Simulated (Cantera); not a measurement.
**Equilibrium for calcination and drying: CaCO3 + CO2 + O2**

Feed: 1 mol CaCO3, 0.25 mol CO2, 0.012 mol O2, held at 1575 °C and 3900 Pa.

These are equilibrium values from Cantera (NASA tables, ideal gas, pure condensed phases), not measurements of a reactor. Candidate condensed phases: C, Ca, CaCO3, CaO; 15 gas species. Kinetics and transport are ignored.

```yaml
x(CO2): 0.971
x(O2): 0.0159
x(CO): 0.0130
x(O): 0.000121
n(CaO(s)): 1.00 mol
gas_amount: 1.270 mol
log10 activity of C(graphite) (absent): -9.42
log10 activity of Ca(l) (absent): -10.75
```
